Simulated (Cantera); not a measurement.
Input (Python, Cantera) and output of one run.

```python
import numpy as np
import cantera as ct

gas_names = """
    B BCL BCL2 BCL3 BO BOCL BO2 B2 B2O B2O2 B2O3 B3O3CL3 CL CLO CL2 O O2 O3
""".split()
cond_names = """
    B(b) B(L) B2O3(L)
""".split()


def load(file, names, dense=False):
    # The tables refer to 1 bar. Condensed volumes are neglected.
    table = {s.name: s for s in ct.Species.list_from_file(file)}
    out = []
    for n in names:
        d = dict(table[n].input_data)
        d["thermo"] = dict(d["thermo"], **{"reference-pressure": 1e5})
        if dense:
            d["equation-of-state"] = {"model": "constant-volume", "density": "1e6 g/cm^3"}
        out.append(ct.Species.from_dict(d))
    return out


gas = ct.Solution(thermo="ideal-gas", species=load("nasa_gas.yaml", gas_names))
cond = {s.name: ct.Solution(thermo="fixed-stoichiometry", species=[s], name=s.name)
        for s in load("nasa_condensed.yaml", cond_names, dense=True)}
atoms = {
    'B2O3': {'B': 2, 'O': 3},
    'Cl2': {'CL': 2},
    'O2': {'O': 2},
}
top_T = {}  # K; cautious upper limits of use, not melting points


def equilibrate(T, P, feed):
    n = {}
    for name, mol in feed.items():
        for a, k in atoms[name].items():
            n[a] = n.get(a, 0.0) + k * mol
    gas.TPX = T, P, n
    mass = sum(n.values()) * gas.mean_molecular_weight
    gas.equilibrate("TP")
    valid = [c for c in cond.values() if c.min_temp <= T <= top_T.get(c.name, c.max_temp)]
    mix = ct.Mixture([(gas, mass / gas.mean_molecular_weight)] + [(c, 0.0) for c in valid])
    mix.T, mix.P = T, P
    mix.equilibrate("TP", solver="vcs", rtol=1e-11, max_steps=5000)
    return mix


results = []
feed = {'B2O3': 1, 'Cl2': 8.1, 'O2': 9.5}  # mol
T = 1723.15  # K
P = 13332.2  # Pa
mix = equilibrate(T, P, feed)
results.append((T, P, feed, dict(zip(mix.species_names, mix.species_moles))))
x = sorted(zip(gas.X, gas.species_names), reverse=True)
print(f"T = {T:g} K  P = {P:g} Pa  gas = {mix.phase_moles(0):.4g} mol")
print("   x: " + "  ".join(f"{s} {v:.3e}" for v, s in x if v > 0.001))
print("   condensed (mol): " + ("  ".join(f"{mix.phase(i).name} {mix.phase_moles(i):.4g}"
      for i in range(1, mix.n_phases) if mix.phase_moles(i) > 1e-12) or "none"))
```

Result:

```
T = 1723.15 K  P = 13332.2 Pa  gas = 20.92 mol
   x: O2 4.547e-01  CL 2.899e-01  CL2 2.387e-01  B2O3 8.395e-03  BOCL 5.593e-03  CLO 1.366e-03  BO2 1.198e-03
   condensed (mol): B2O3(L) 0.7513
```

These are equilibrium values from Cantera (NASA tables, ideal gas, pure condensed phases), not measurements of a reactor. The tables' values for BOCl are old estimates; treat these amounts as uncertain.
